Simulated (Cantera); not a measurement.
Feed: 1 mol SiC, 0.11 mol CO2, 1.1 mol N2, 0.017 mol N2O, held at 13.3 mbar.

These are equilibrium values from Cantera (NASA tables, ideal gas, pure condensed phases), not measurements of a reactor. Candidate condensed phases: C, Si, SiC, SiO2, Si2N2O, Si3N4; 34 gas species. The tables' values for SiN are old estimates; treat these amounts as uncertain. The numbers say what is thermodynamically allowed, not how fast it happens. All values below are at 2075 K.

Base state: N2 0.822, CO 0.129, SiO 0.0451, Si 0.00308, Si2C 0.000114, SiN 7.06e-5, Si2N 3.49e-5, Si2 1.53e-5 (mole fractions); condensed: SiC(s).

### Question
What changes in the equilibrium state with this change: SiC replaced by Si?

### Answer
| species | before | after |
|---|---|---|
| N2 | 0.822 | 0.818 |
| SiO | 0.0451 | 0.118 |
| CO | 0.129 | 0.0552 |
| Si | 0.00308 | 0.00764 |
| Si3 | 1.27e-6 | 1.95e-5 |
| Si2 | 1.53e-5 | 9.42e-5 |
| Si2N | 3.49e-5 | 0.000215 |
| SiC(s), mol | 0.934 | 0.0343 |
| Si(l), mol | 0 | 0.792 |
Mutual solubility and eutectic melting of coexisting phases are not modelled.

### Question
What changes in the equilibrium state with this change: pressure from 13.3 mbar to 17.0 mbar?

### Answer
```tsv
species	before	after
N2	0.822	0.823
CO	0.129	0.129
SiO	0.0451	0.0454
Si	0.00308	0.00243
Si2C	0.000114	9.02e-5
Si2	1.53e-5	1.21e-5
SiN	7.06e-5	6.29e-5
Si2N	3.49e-5	3.12e-5
SiC(s), mol	0.934	0.935
```
